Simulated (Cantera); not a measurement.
# Hydrocarbon pyrolysis for carbon deposition

An isothermal, constant-pressure homogeneous reactor starts with C2H4 : H2 = 1 : 13 (molar parts), at 1200 K and 0.00610 bar.

Detailed kinetics in Cantera: GRI-Mech 3.0 (53 species, 325 reactions). GRI-Mech 3.0 was tuned for natural gas; its chemistry of ethylene as a main component is partial and can be far from experiment. GRI-Mech 3.0 stops at C3 and has no aromatics, soot or wall deposition, so with more carbon than oxygen in the feed, carbon stays in small species such as C2H2 where larger ones or solid carbon would form. Radical loss at walls, strong at low pressure, is not modelled.

```tsv
t (s)	x C2H4	x H2	x C2H2	x CH4	x C2H6	x CH3	x CH2
0.000500	0.0714	0.929	5.58e-8	<1e-12	<1e-12	<1e-12	<1e-12
0.00114	0.0714	0.929	1.27e-7	<1e-12	2.99e-12	<1e-12	<1e-12
0.00261	0.0714	0.929	2.90e-7	<1e-12	9.05e-12	<1e-12	<1e-12
0.00595	0.0714	0.929	6.63e-7	<1e-12	2.56e-11	<1e-12	<1e-12
0.0136	0.0714	0.929	1.51e-6	<1e-12	7.66e-11	<1e-12	<1e-12
0.0310	0.0714	0.929	3.46e-6	<1e-12	2.62e-10	<1e-12	<1e-12
0.0707	0.0714	0.929	7.91e-6	6.29e-12	1.04e-9	<1e-12	<1e-12
0.161	0.0714	0.929	1.81e-5	6.19e-11	4.70e-9	<1e-12	<1e-12
0.368	0.0714	0.929	4.18e-5	6.65e-10	2.30e-8	2.57e-12	<1e-12
0.841	0.0713	0.929	9.79e-5	7.85e-9	1.24e-7	1.39e-11	<1e-12
1.92	0.0712	0.929	0.000247	1.17e-7	9.23e-7	1.07e-10	<1e-12
4.38	0.0702	0.929	0.00115	4.40e-6	1.52e-5	2.66e-9	<1e-12
10.0	0.0628	0.929	0.00796	9.11e-5	4.52e-5	1.74e-8	<1e-12
```
x: mole fraction; the columns are a selection and need not sum to one.

Equilibrium at this temperature and pressure: C2H4 0.00276, H2 0.904, C2H2 0.0416, CH4 0.0520, C2H6 2.31e-6, CH3 2.65e-6, CH2 3.56e-12 (gas phase only).
